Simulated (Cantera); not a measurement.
A Cantera script and what it prints.

```python
import numpy as np
import cantera as ct

gas_names = [...]  # 113 gases of nasa_gas.yaml made of C, H, O, Ti
cond_names = """
    C(gr) C6H6(L) C7H8(L) C8H18(L),n-octa H2O(s) H2O(L) Ti(a) Ti(b) Ti(L) TiC(s) TiC(L) TiO(a) TiO(b)
    TiO(L) TiO2(ru) TiO2(L) Ti2O3(a) Ti2O3(b) Ti2O3(L) Ti3O5(a) Ti3O5(b) Ti3O5(L) Ti4O7(s) Ti4O7(L)
""".split()


# ... load() reads the species with a 1 bar reference pressure and builds the phases ...
atoms = {
    'Ti(OiPr)4': {'Ti': 1, 'C': 12, 'H': 28, 'O': 4},
    'C3H8': {'C': 3, 'H': 8},
    'H2': {'H': 2},
}
top_T = {'C(gr)': 4500}  # K; cautious upper limits of use, not melting points


# ... equilibrate(T, P, feed) seeds the gas with the atoms and calls Mixture.equilibrate('TP', solver="vcs", rtol=1e-11, max_steps=5000) ...
results = []
feed = {'Ti(OiPr)4': 1, 'C3H8': 2, 'H2': 9.5}  # mol
P = 13332.2  # Pa
for T in [1625, 1675, 1725, 1775, 1825, 1875, 1925, 1975, 2025, 2075]:
    mix = equilibrate(T, P, feed)
    results.append((T, P, feed, dict(zip(mix.species_names, mix.species_moles))))

top = {s: max(r[3][s] / sum(r[3][g] for g in gas_names) for r in results) for s in gas_names}
cols = sorted((s for s in top if top[s] > 1e-05), key=lambda s: -top[s])[:5]
seen = [c for c in cond_names if any(r[3].get(c, 0) > 1e-12 for r in results)]
print("log10 of partial pressures in bar; condensed amounts in mol")
print(f"{'T/K':>10s}" + "".join(f"{s[:9]:>10s}" for s in cols + seen))
for T, P, feed, n in results:
    ng = sum(n[g] for g in gas_names)
    print(f"{T:10.4g}" + "".join(f"{np.log10(max(n[s] / ng * P / 1e5, 1e-99)):10.3f}" for s in cols)
          + "".join(f"{n.get(c, 0):10.4g}" for c in seen))
```

It prints:

```
log10 of partial pressures in bar; condensed amounts in mol
       T/K        H2        CO         H C2H2,acet       CH4     C(gr)    TiC(s)
      1625    -0.927    -1.823    -4.615    -5.376    -4.687     12.99         1
      1675    -0.927    -1.823    -4.399    -5.163    -4.774     12.99         1
      1725    -0.927    -1.823    -4.195    -4.963    -4.855     12.99         1
      1775    -0.927    -1.823    -4.002    -4.774    -4.932     12.99         1
      1825    -0.928    -1.823    -3.820    -4.596    -5.005     12.98         1
      1875    -0.928    -1.824    -3.647    -4.427    -5.074     12.98         1
      1925    -0.928    -1.824    -3.484    -4.268    -5.139     12.97         1
      1975    -0.929    -1.824    -3.328    -4.116    -5.201     12.96         1
      2025    -0.930    -1.824    -3.181    -3.973    -5.260     12.94         1
      2075    -0.931    -1.825    -3.040    -3.837    -5.317     12.92         1
```

Cantera equilibrium calculation (NASA polynomials, part measured and part estimated; ideal gas, pure solids and liquids). The feed counts by its element totals alone. TiC: taken at fixed stoichiometry.
